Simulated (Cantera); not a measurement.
## Ignition delay

Mixture: CH₄ : O₂ : N₂ = 1 : 3.85 : 9.62 (molar parts), equivalence ratio 0.52, at 6.81 atm, adiabatic and at constant volume. Ignition delay is the time to a rise of 400 K.

Cantera simulation using GRI-Mech 3.0 (53 species, 325 reactions); the numbers are that mechanism's predictions, not measurements.

```json
[
 {"T0 (K)": "1175", "delay (ms)": "5.02"},
 {"T0 (K)": "1250", "delay (ms)": "1.94"},
 {"T0 (K)": "1325", "delay (ms)": "0.808"},
 {"T0 (K)": "1400", "delay (ms)": "0.362"},
 {"T0 (K)": "1475", "delay (ms)": "0.174"}
]
```

```json
{
 "apparent activation energy between 1325 and 1475 K": "170 kJ/mol"
}
```
